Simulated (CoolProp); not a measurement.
R114 at 315.22 K and 0.273 MPa is compressed adiabatically to 0.41 MPa with isentropic efficiency 0.7. Each further row changes one setting.

The numbers come from the reference Helmholtz-energy equation of state, Platzer 1990 in CoolProp. This equation is an older, rougher fit.

| case | work (kJ/kg) | final temperature (K) | final density (kg/m³) |
|---|---|---|---|
| as stated | [?] | 328.9 | [?] |
| efficiency 1 | [?] | [?] | [?] |
| efficiency 0.65 | [?] | 329.7 | [?] |

Task: Some entries are withheld; supply them.

Result: 
- as stated, work (kJ/kg): 8.26
- as stated, final density (kg/m³): 28.5
- efficiency 1, work (kJ/kg): 5.78
- efficiency 1, final temperature (K): 325.6
- efficiency 1, final density (kg/m³): 28.9
- efficiency 0.65, work (kJ/kg): 8.89
- efficiency 0.65, final density (kg/m³): 28.4
